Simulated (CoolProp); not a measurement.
Aqueous potassium carbonate as a coolant, 12 % by mass, freezing at -4.5 °C, 1 atm.

The numbers come from the Melinder's fits for secondary coolants in CoolProp.

```csv
T (°C),Prandtl number,density (kg/m³),cp (kJ/(kg K)),viscosity (mPa s)
-2.2,15.6,1117,3.577,2.40
1.9,13.6,1116,3.584,2.12
6,12.0,1115,3.591,1.88
10.1,10.7,1114,___,1.69
14.3,9.54,1112,3.606,1.53
18.4,8.60,1111,3.614,1.39
22.5,7.79,1109,___,1.27
26.6,___,1107,3.628,___
30.8,6.45,1106,3.636,1.07
34.9,5.90,1104,3.642,0.990
39,5.41,1102,3.649,0.916
```

Task: Fill in the missing entries.

Result: 
- 10.1, cp (kJ/(kg K)): 3.599
- 22.5, cp (kJ/(kg K)): 3.621
- 26.6, Prandtl number: 7.08
- 26.6, viscosity (mPa s): 1.17
